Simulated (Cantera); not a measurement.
An adiabatic, constant-pressure homogeneous reactor starts with CH4 : H2 : O2 : N2 = 1 : 0.29 : 1.79 : 15.4 (molar parts), equivalence ratio 1.2, at 1373 K and 1.60 bar. Integrator tolerance rtol = 1e-08.

Detailed kinetics in Cantera: GRI-Mech 3.0 (53 species, 325 reactions).

**Question.** What does this change do: O2 1.79 to 2.9 parts?

**Answer.** 
```
quantity                                                              before                                    after
---------------------------------  -----------------------------------------  ---------------------------------------
time of steepest temperature rise                                    1.86 ms                                 0.875 ms
temperature at 1.00 s                                                 2318 K                                   2425 K
equilibrium temperature                                               2318 K                                   2425 K
x(CH4) at 1.00 s                       <1e-12 (gas-phase equilibrium <1e-12)    <1e-12 (gas-phase equilibrium <1e-12)
x(H2) at 1.00 s                        0.0151 (gas-phase equilibrium 0.0151)  0.00192 (gas-phase equilibrium 0.00192)
x(O2) at 1.00 s                    0.000166 (gas-phase equilibrium 0.000166)    0.0355 (gas-phase equilibrium 0.0355)
x(NO) at 1.00 s                    0.000470 (gas-phase equilibrium 0.000470)  0.00826 (gas-phase equilibrium 0.00826)
x(N2O) at 1.00 s                     3.37e-8 (gas-phase equilibrium 3.37e-8)  5.77e-7 (gas-phase equilibrium 5.77e-7)
x(C2H6) at 1.00 s                      <1e-12 (gas-phase equilibrium <1e-12)    <1e-12 (gas-phase equilibrium <1e-12)
x(CO2) at 1.00 s                       0.0296 (gas-phase equilibrium 0.0296)    0.0463 (gas-phase equilibrium 0.0463)
```

**Question.** What does this change do: O2 1.79 to 2.6 parts?

**Answer.** 
| quantity | before | after |
|---|---|---|
| time of steepest temperature rise | 1.86 ms | 1.02 ms |
| temperature at 1.00 s | 2318 K | 2434 K |
| equilibrium temperature | 2318 K | 2434 K |
| x(CH4) at 1.00 s | <1e-12 (gas-phase equilibrium <1e-12) | <1e-12 (gas-phase equilibrium <1e-12) |
| x(H2) at 1.00 s | 0.0151 (gas-phase equilibrium 0.0151) | 0.00256 (gas-phase equilibrium 0.00256) |
| x(O2) at 1.00 s | 0.000166 (gas-phase equilibrium 0.000166) | 0.0226 (gas-phase equilibrium 0.0226) |
| x(NO) at 1.00 s | 0.000470 (gas-phase equilibrium 0.000470) | 0.00675 (gas-phase equilibrium 0.00675) |
| x(N2O) at 1.00 s | 3.37e-8 (gas-phase equilibrium 3.37e-8) | 4.76e-7 (gas-phase equilibrium 4.76e-7) |
| x(C2H6) at 1.00 s | <1e-12 (gas-phase equilibrium <1e-12) | <1e-12 (gas-phase equilibrium <1e-12) |
| x(CO2) at 1.00 s | 0.0296 (gas-phase equilibrium 0.0296) | 0.0456 (gas-phase equilibrium 0.0456) |

**Question.** What does this change do: initial temperature 1373 to 1125 K?

**Answer.** 
| quantity | before | after |
|---|---|---|
| time of steepest temperature rise | 1.86 ms | 17.8 ms |
| temperature at 1.00 s | 2318 K | 2105 K |
| equilibrium temperature | 2318 K | 2105 K |
| x(CH4) at 1.00 s | <1e-12 (gas-phase equilibrium <1e-12) | <1e-12 (gas-phase equilibrium <1e-12) |
| x(H2) at 1.00 s | 0.0151 (gas-phase equilibrium 0.0151) | 0.0156 (gas-phase equilibrium 0.0156) |
| x(O2) at 1.00 s | 0.000166 (gas-phase equilibrium 0.000166) | 1.12e-5 (gas-phase equilibrium 1.12e-5) |
| x(NO) at 1.00 s | 0.000470 (gas-phase equilibrium 0.000470) | 7.34e-5 (gas-phase equilibrium 7.54e-5) |
| x(N2O) at 1.00 s | 3.37e-8 (gas-phase equilibrium 3.37e-8) | 5.42e-9 (gas-phase equilibrium 5.45e-9) |
| x(C2H6) at 1.00 s | <1e-12 (gas-phase equilibrium <1e-12) | <1e-12 (gas-phase equilibrium <1e-12) |
| x(CO2) at 1.00 s | 0.0296 (gas-phase equilibrium 0.0296) | 0.0310 (gas-phase equilibrium 0.0310) |
